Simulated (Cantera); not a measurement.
Input: 1 mol Si2H6, 0.47 mol O3, at 1552 °C and 0.120 Torr.

Method: chemical equilibrium by Gibbs-energy minimisation in Cantera with the NASA 1993 tables (ideal gas, pure condensed phases). Candidate condensed phases: H2O, Si, SiO2; 18 gas species. The feed counts by its element totals alone. Gases not in the tables: Si2H6 and higher silanes. The numbers say what is thermodynamically allowed, not how fast it happens.

Base state: H2 0.637, SiO 0.306, Si 0.0284, H 0.0278, SiH 0.000305, Si2 0.000185, Si3 4.34e-5, SiH2 2.27e-5 (mole fractions); condensed: Si(l).

Question: What changes in the equilibrium state with this change: temperature from 1552 °C to 1700 °C?

Answer: 
| species | before | after |
|---|---|---|
| H2 | 0.637 | 0.538 |
| SiO | 0.306 | 0.271 |
| Si | 0.0284 | 0.111 |
| H | 0.0278 | 0.0783 |
| Si2 | 0.000185 | 0.000609 |
| SiH | 0.000305 | 0.000746 |
| Si3 | 4.34e-5 | 7.45e-5 |
| SiH2 | 2.27e-5 | 2.75e-5 |
| Si(l), mol | 0.455 | 0 |

Question: What changes in the equilibrium state with this change: 0.37 mol CO2 added?

Answer: 
```csv
species,before,after
H2,0.637,0.548
SiO,0.306,0.341
CO,0,0.0608
Si,0.0284,0.0235
H,0.0278,0.0258
Si2C,0,0.000285
Si3,4.34e-5,2.46e-5
"Si(l), mol",0.455,0
"SiC(s), mol",0,0.0433
```
Further candidate phases: C, C6H6, C7H8, C8H18, SiC.
